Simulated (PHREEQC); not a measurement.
A solution holds 0.068 mol/kgw HF, 0.051 mol/kgw (NH4)2SiF6, 0.0006 mol/kgw HBF4 and 9.4e-05 mol/kgw H2SO4, at 45 °C. Closed to the air; pH follows from the charge balance.

Equilibrium calculation in PHREEQC: ion-association model, phreeqc.dat.

Precipitation was switched off in this run.

Task: Order these F species by the share of F that they hold, largest first: HF, BF4-, F-, HF2-, SiF6-2.

Result: SiF6-2 (81 %), HF (16 %), F- (1.6 %), HF2- (0.79 %), BF4- (0.63 %)

Task: Order these S species by the share of S that they hold, largest first: SO4-2, NH4SO4-, HSO4-.

Result: SO4-2 (56 %), HSO4- (23 %), NH4SO4- (21 %)

The pH is 2.18 and the ionic strength 0.161 mol/kgw. Complexes and solids missing from the database can't appear. At this temperature some constants are extrapolated from 25 °C, and those without enthalpy data are left unchanged. SiF6-2 is the database's only silicon fluoride. Real BF4- forms and hydrolyses slowly; the run takes it at equilibrium.
